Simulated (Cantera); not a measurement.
An adiabatic, constant-volume homogeneous reactor starts with CH4 : C2H6 : C3H8 : O2 : N2 = 1 : 0.032 : 0.032 : 5.83 : 21.9 (molar parts), at 1150 K and 130000 Pa. Integrator tolerance rtol = 1e-08.

Computed with Cantera and GRI-Mech 3.0 (53 species, 325 reactions).

What does this change do: pressure from 130000 Pa to 500000 Pa?


```tsv
quantity	before	after
time of steepest temperature rise	16.5 ms	5.75 ms
temperature at 0.700 s	2187 K	2195 K
equilibrium temperature	2187 K	2195 K
x(CH4) at 0.700 s	<1e-12 (gas-phase equilibrium <1e-12)	<1e-12 (gas-phase equilibrium <1e-12)
x(C2H6) at 0.700 s	<1e-12 (gas-phase equilibrium <1e-12)	<1e-12 (gas-phase equilibrium <1e-12)
x(C3H8) at 0.700 s	<1e-12 (gas-phase equilibrium <1e-12)	<1e-12 (gas-phase equilibrium <1e-12)
x(NO) at 0.700 s	0.00893 (gas-phase equilibrium 0.00901)	0.00918 (gas-phase equilibrium 0.00918)
x(H) at 0.700 s	4.06e-5 (gas-phase equilibrium 4.06e-5)	1.58e-5 (gas-phase equilibrium 1.58e-5)
x(HO2) at 0.700 s	4.00e-6 (gas-phase equilibrium 3.99e-6)	5.77e-6 (gas-phase equilibrium 5.77e-6)
```

What does this change do: O2 5.83 to 2.5 parts?


```json
[
 {"quantity": "time of steepest temperature rise", "before": "16.5 ms", "after": "47.7 ms"},
 {"quantity": "temperature at 0.700 s", "before": "2187 K", "after": "2305 K"},
 {"quantity": "equilibrium temperature", "before": "2187 K", "after": "2305 K"},
 {"quantity": "x(CH4) at 0.700 s", "before": "<1e-12 (gas-phase equilibrium <1e-12)", "after": "<1e-12 (gas-phase equilibrium <1e-12)"},
 {"quantity": "x(C2H6) at 0.700 s", "before": "<1e-12 (gas-phase equilibrium <1e-12)", "after": "<1e-12 (gas-phase equilibrium <1e-12)"},
 {"quantity": "x(C3H8) at 0.700 s", "before": "<1e-12 (gas-phase equilibrium <1e-12)", "after": "<1e-12 (gas-phase equilibrium <1e-12)"},
 {"quantity": "x(NO) at 0.700 s", "before": "0.00893 (gas-phase equilibrium 0.00901)", "after": "0.00338 (gas-phase equilibrium 0.00338)"},
 {"quantity": "x(H) at 0.700 s", "before": "4.06e-5 (gas-phase equilibrium 4.06e-5)", "after": "0.000214 (gas-phase equilibrium 0.000214)"},
 {"quantity": "x(HO2) at 0.700 s", "before": "4.00e-6 (gas-phase equilibrium 3.99e-6)", "after": "8.91e-7 (gas-phase equilibrium 8.91e-7)"}
]
```

What does this change do: C3H8 0.032 to 0.012 parts?


```json
[
 {"quantity": "time of steepest temperature rise", "before": "16.5 ms", "after": "17.5 ms"},
 {"quantity": "temperature at 0.700 s", "before": "2187 K", "after": "2151 K"},
 {"quantity": "equilibrium temperature", "before": "2187 K", "after": "2150 K"},
 {"quantity": "x(CH4) at 0.700 s", "before": "<1e-12 (gas-phase equilibrium <1e-12)", "after": "<1e-12 (gas-phase equilibrium <1e-12)"},
 {"quantity": "x(C2H6) at 0.700 s", "before": "<1e-12 (gas-phase equilibrium <1e-12)", "after": "<1e-12 (gas-phase equilibrium <1e-12)"},
 {"quantity": "x(C3H8) at 0.700 s", "before": "<1e-12 (gas-phase equilibrium <1e-12)", "after": "<1e-12 (gas-phase equilibrium <1e-12)"},
 {"quantity": "x(NO) at 0.700 s", "before": "0.00893 (gas-phase equilibrium 0.00901)", "after": "0.00801 (gas-phase equilibrium 0.00842)"},
 {"quantity": "x(H) at 0.700 s", "before": "4.06e-5 (gas-phase equilibrium 4.06e-5)", "after": "2.90e-5 (gas-phase equilibrium 2.88e-5)"},
 {"quantity": "x(HO2) at 0.700 s", "before": "4.00e-6 (gas-phase equilibrium 3.99e-6)", "after": "3.55e-6 (gas-phase equilibrium 3.54e-6)"}
]
```
